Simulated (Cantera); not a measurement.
An adiabatic, constant-volume homogeneous reactor starts with CO : H2 : O2 : N2 : H2O = 1 : 0.053 : 0.532 : 2 : 0.5 (molar parts), at 1050 K and 195 Torr. Integrator tolerance rtol = 1e-08.

Model: GRI-Mech 3.0 (53 species, 325 reactions), integrated in Cantera.

### Question
What does this change do: pressure from 195 Torr to 240 Torr?

### Answer
| quantity | before | after |
|---|---|---|
| time of steepest temperature rise | 1.39 ms | 1.20 ms |
| temperature at 0.400 s | 2558 K | 2573 K |
| equilibrium temperature | 2558 K | 2573 K |
| x(CO) at 0.400 s | 0.0718 (gas-phase equilibrium 0.0718) | 0.0707 (gas-phase equilibrium 0.0707) |
| x(H2) at 0.400 s | 0.00759 (gas-phase equilibrium 0.00759) | 0.00740 (gas-phase equilibrium 0.00740) |
| x(O2) at 0.400 s | 0.0322 (gas-phase equilibrium 0.0322) | 0.0315 (gas-phase equilibrium 0.0315) |
| x(CO2) at 0.400 s | 0.196 (gas-phase equilibrium 0.196) | 0.197 (gas-phase equilibrium 0.197) |
| x(OH) at 0.400 s | 0.0142 (gas-phase equilibrium 0.0142) | 0.0141 (gas-phase equilibrium 0.0141) |

### Question
What does this change do: N2 2 to 2.5 parts?

### Answer
| quantity | before | after |
|---|---|---|
| time of steepest temperature rise | 1.39 ms | 1.56 ms |
| temperature at 0.400 s | 2558 K | 2502 K |
| equilibrium temperature | 2558 K | 2502 K |
| x(CO) at 0.400 s | 0.0718 (gas-phase equilibrium 0.0718) | 0.0564 (gas-phase equilibrium 0.0564) |
| x(H2) at 0.400 s | 0.00759 (gas-phase equilibrium 0.00759) | 0.00597 (gas-phase equilibrium 0.00597) |
| x(O2) at 0.400 s | 0.0322 (gas-phase equilibrium 0.0322) | 0.0254 (gas-phase equilibrium 0.0254) |
| x(CO2) at 0.400 s | 0.196 (gas-phase equilibrium 0.196) | 0.181 (gas-phase equilibrium 0.181) |
| x(OH) at 0.400 s | 0.0142 (gas-phase equilibrium 0.0142) | 0.0108 (gas-phase equilibrium 0.0108) |
